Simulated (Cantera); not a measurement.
Cantera run:

```python
import numpy as np
import cantera as ct

gas_names = [...]  # 151 gases of nasa_gas.yaml made of C, H, N, O, Si
cond_names = """
    C(gr) C6H6(L) C7H8(L) C8H18(L),n-octa H2O(s) H2O(L) Si(cr) Si(L) SiC(b) SiO2(Lqz) SiO2(hqz) SiO2(L)
    Si2N2O(s) Si3N4(a)
""".split()


# ... load() reads the species with a 1 bar reference pressure and builds the phases ...
atoms = {
    'HMDSO': {'Si': 2, 'C': 6, 'H': 18, 'O': 1},
    'N2O': {'N': 2, 'O': 1},
    'N2': {'N': 2},
    'NO': {'N': 1, 'O': 1},
}
top_T = {'C(gr)': 4500, 'SiC(b)': 3050, 'Si2N2O(s)': 2100, 'Si3N4(a)': 2400}  # K; cautious upper limits of use, not melting points


# ... equilibrate(T, P, feed) seeds the gas with the atoms and calls Mixture.equilibrate('TP', solver="vcs", rtol=1e-11, max_steps=5000) ...
results = []
feed = {'HMDSO': 1, 'N2O': 26, 'N2': 29, 'NO': 2.6}  # mol
P = 10000  # Pa
for T in [623, 723, 823, 923, 1023, 1123, 1223, 1323, 1423, 1523, 1623, 1723, 1823]:
    mix = equilibrate(T, P, feed)
    results.append((T, P, feed, dict(zip(mix.species_names, mix.species_moles))))

top = {s: max(r[3][s] / sum(r[3][g] for g in gas_names) for r in results) for s in gas_names}
cols = sorted((s for s in top if top[s] > 1e-05), key=lambda s: -top[s])[:8]
seen = [c for c in cond_names if any(r[3].get(c, 0) > 1e-12 for r in results)]
print("log10 of partial pressures in bar; condensed amounts in mol")
print(f"{'T/K':>10s}" + "".join(f"{s[:9]:>10s}" for s in cols + seen))
for T, P, feed, n in results:
    ng = sum(n[g] for g in gas_names)
    print(f"{T:10.4g}" + "".join(f"{np.log10(max(n[s] / ng * P / 1e5, 1e-99)):10.3f}" for s in cols)
          + "".join(f"{n.get(c, 0):10.4g}" for c in seen))
```

It prints:

```
log10 of partial pressures in bar; condensed amounts in mol
       T/K        N2       H2O       CO2        O2        NO        OH        CO        H2 SiO2(Lqz) SiO2(hqz)   SiO2(L)
       623    -1.116    -1.913    -2.089    -2.505    -8.813   -12.976   -20.005   -18.503         2         0         0
       723    -1.116    -1.913    -2.089    -2.505    -7.754   -11.099   -16.717   -15.657         2         0         0
       823    -1.116    -1.913    -2.089    -2.505    -6.952    -9.677   -14.230   -13.496         2         0         0
       923    -1.116    -1.913    -2.089    -2.505    -6.323    -8.561   -12.284   -11.798         0         2         0
      1023    -1.116    -1.913    -2.089    -2.505    -5.818    -7.662   -10.720   -10.427         0         2         0
      1123    -1.116    -1.913    -2.089    -2.505    -5.402    -6.923    -9.436    -9.298         0         2         0
      1223    -1.116    -1.913    -2.089    -2.506    -5.054    -6.304    -8.363    -8.352         0         2         0
      1323    -1.116    -1.913    -2.089    -2.506    -4.759    -5.779    -7.454    -7.547         0         2         0
      1423    -1.116    -1.913    -2.089    -2.507    -4.506    -5.327    -6.674    -6.853         0         2         0
      1523    -1.117    -1.913    -2.089    -2.509    -4.286    -4.935    -5.997    -6.250         0         2         0
      1623    -1.117    -1.913    -2.089    -2.511    -4.094    -4.592    -5.404    -5.720         0         2         0
      1723    -1.117    -1.914    -2.090    -2.514    -3.925    -4.289    -4.881    -5.251         0         0         2
      1823    -1.117    -1.915    -2.091    -2.517    -3.774    -4.019    -4.417    -4.833         0         0         2
```

Equilibrium computed with Cantera from the NASA thermochemical tables; the gas is ideal and each condensed phase is pure. The feed counts by its element totals alone. The tables hold silica as quartz up to 1696 K and as liquid above; real silica turns to tridymite and cristobalite and melts near 1996 K. Gases not in the tables: Si(OH)4.
